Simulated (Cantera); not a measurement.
A closed system holds: 1 mol Si, 0.011 mol H₂O, 85 mol H₂, at 0.133 bar.

Method: chemical equilibrium by Gibbs-energy minimisation in Cantera with the NASA 1993 tables (ideal gas, pure condensed phases). Candidate condensed phases: H₂O, Si, SiO₂; 18 gas species. Rates play no part. All values below are at 1252 °C.

Base state: H₂ 1.000, SiO 0.000129, H 6.48e-5 (mole fractions); condensed: Si(s).

What changes in the equilibrium state with this change: H₂O from 0.011 to 1.6 mol?


```
species                before    after
-------------------  --------  -------
H₂                      1.000    0.995
SiO                  0.000129  0.00460
H                     6.48e-5  6.46e-5
Si(s), mol              0.989        0
SiO₂(β-quartz), mol         0    0.600
```
The tables hold silica as quartz up to 1696 K and as liquid above; real silica turns to tridymite and cristobalite and melts near 1996 K.

What changes in the equilibrium state with this change: Si replaced by SiC?


```tsv
species	before	after
H₂	1.000	1.000
SiO	0.000129	7.08e-5
H	6.48e-5	6.48e-5
CO	0	5.83e-5
CH₄	0	1.29e-5
Si(s), mol	0.989	0
SiC(s), mol	0	0.994
```
Further candidate phases: C, C₆H₆, C₇H₈, C₈H₁₈, SiC.
